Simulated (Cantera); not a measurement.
Charge: 1 mol Si, a varied amount of NF3, 5.5 mol H2, held at 948 K and 0.0900 Torr.

Method: chemical equilibrium by Gibbs-energy minimisation in Cantera with the NASA 1993 tables (ideal gas, pure condensed phases). Candidate condensed phases: Si, Si3N4; 37 gas species. The tables' values for SiF3 are old estimates; treat these amounts as uncertain. The numbers say what is thermodynamically allowed, not how fast it happens.

x: gas mole fraction; n: condensed amount in mol.

| n(NF3) (mol) | x H2 | x HF | x N2 | x SiF4 | x F | n Si(s) | n Si3N4(s) |
|---|---|---|---|---|---|---|---|
| 0.51 | 0.935 | 4.22e-5 | 1.16e-8 | 0.0638 | <1e-12 | 0.233 | 0.128 |
| 1.2 | [?] | [?] | [?] | 0.130 | <1e-12 | 0 | [?] |
| 1.9 | 0.560 | 0.205 | 0.114 | 0.120 | <1e-12 | 0 | 0 |
| 2.7 | 0.348 | 0.414 | 0.136 | 0.101 | <1e-12 | 0 | 0 |
| 3.4 | [?] | [?] | 0.150 | [?] | <1e-12 | 0 | 0 |
| 4.1 | 0.106 | 0.654 | 0.161 | 0.0787 | <1e-12 | 0 | 0 |
| 4.8 | 0.0213 | 0.738 | 0.170 | 0.0709 | <1e-12 | 0 | 0 |
| 5.5 | <1e-12 | 0.677 | 0.169 | 0.0616 | 0.0917 | 0 | 0 |

Q: Some entries are withheld; supply them.

A: 
- 1.2, x H2: 0.793
- 1.2, x HF: 0.000635
- 1.2, x N2: 0.0768
- 1.2, n Si3N4(s): 0.0336
- 3.4, x H2: 0.212
- 3.4, x HF: 0.549
- 3.4, x SiF4: 0.0885
